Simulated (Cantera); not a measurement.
## Thermodynamics of thermal oxidation and active oxidation of silicon, feed Si + N2O + N2

Input: 1 mol Si, 0.015 mol N2O, 42 mol N2, held at 750 Torr.

These are equilibrium values from Cantera (NASA tables, ideal gas, pure condensed phases), not measurements of a reactor. Candidate condensed phases: Si, SiO2, Si2N2O, Si3N4; 16 gas species. Mutual solubility and eutectic melting of coexisting phases are not modelled. The tables' values for SiN are old estimates; treat these amounts as uncertain. Kinetics and transport are ignored.

```json
[
 {"T (K)": "973", "log p N2": "0.00", "log p Si": "<-12", "log p SiO": "<-12", "log p Si2N": "<-12", "log p SiN": "<-12", "n Si2N2O(s)": "0.0150", "n Si3N4(s)": "0.323", "n Si(l)": "0"},
 {"T (K)": "1073", "log p N2": "0.00", "log p Si": "<-12", "log p SiO": "<-12", "log p Si2N": "<-12", "log p SiN": "<-12", "n Si2N2O(s)": "0.0150", "n Si3N4(s)": "0.323", "n Si(l)": "0"},
 {"T (K)": "1173", "log p N2": "0.00", "log p Si": "<-12", "log p SiO": "<-12", "log p Si2N": "<-12", "log p SiN": "<-12", "n Si2N2O(s)": "0.0150", "n Si3N4(s)": "0.323", "n Si(l)": "0"},
 {"T (K)": "1273", "log p N2": "0.00", "log p Si": "<-12", "log p SiO": "-11.10", "log p Si2N": "<-12", "log p SiN": "<-12", "n Si2N2O(s)": "0.0150", "n Si3N4(s)": "0.323", "n Si(l)": "0"},
 {"T (K)": "1373", "log p N2": "0.00", "log p Si": "<-12", "log p SiO": "-9.37", "log p Si2N": "<-12", "log p SiN": "<-12", "n Si2N2O(s)": "0.0150", "n Si3N4(s)": "0.323", "n Si(l)": "0"},
 {"T (K)": "1473", "log p N2": "0.00", "log p Si": "-11.30", "log p SiO": "-7.87", "log p Si2N": "<-12", "log p SiN": "-11.14", "n Si2N2O(s)": "0.0150", "n Si3N4(s)": "0.323", "n Si(l)": "0"},
 {"T (K)": "1573", "log p N2": "0.00", "log p Si": "-9.75", "log p SiO": "-6.57", "log p Si2N": "<-12", "log p SiN": "-9.77", "n Si2N2O(s)": "0.0150", "n Si3N4(s)": "0.323", "n Si(l)": "0"},
 {"T (K)": "1673", "log p N2": "0.00", "log p Si": "-8.38", "log p SiO": "-5.43", "log p Si2N": "-10.30", "log p SiN": "-8.56", "n Si2N2O(s)": "0.0148", "n Si3N4(s)": "0.323", "n Si(l)": "0"},
 {"T (K)": "1773", "log p N2": "0.00", "log p Si": "-7.17", "log p SiO": "-4.42", "log p Si2N": "-8.77", "log p SiN": "-7.49", "n Si2N2O(s)": "0.0134", "n Si3N4(s)": "0.324", "n Si(l)": "0"},
 {"T (K)": "1873", "log p N2": "0.00", "log p Si": "-6.09", "log p SiO": "-3.52", "log p Si2N": "-7.40", "log p SiN": "-6.54", "n Si2N2O(s)": "0.00262", "n Si3N4(s)": "0.327", "n Si(l)": "0"},
 {"T (K)": "1973", "log p N2": "0.00", "log p Si": "-5.13", "log p SiO": "-3.44", "log p Si2N": "-6.18", "log p SiN": "-5.68", "n Si2N2O(s)": "0", "n Si3N4(s)": "0.328", "n Si(l)": "0"},
 {"T (K)": "2073", "log p N2": "0.00", "log p Si": "-4.26", "log p SiO": "-3.44", "log p Si2N": "-5.08", "log p SiN": "-4.91", "n Si2N2O(s)": "0", "n Si3N4(s)": "0.327", "n Si(l)": "0"},
 {"T (K)": "2173", "log p N2": "0.00", "log p Si": "-3.55", "log p SiO": "-3.45", "log p Si2N": "-4.25", "log p SiN": "-4.30", "n Si2N2O(s)": "0", "n Si3N4(s)": "0", "n Si(l)": "0.966"},
 {"T (K)": "2273", "log p N2": "0.00", "log p Si": "-3.14", "log p SiO": "-3.45", "log p Si2N": "-3.95", "log p SiN": "-3.97", "n Si2N2O(s)": "0", "n Si3N4(s)": "0", "n Si(l)": "0.939"}
]
```
log p: log10 of the partial pressure in bar; n: condensed amount in mol.

From 973 K to 1873 K the condensed part is Si2N2O(s) + Si3N4(s). From 1973 K to 2073 K the condensed part is Si3N4(s). From 2173 K to 2273 K the condensed part is Si(l).
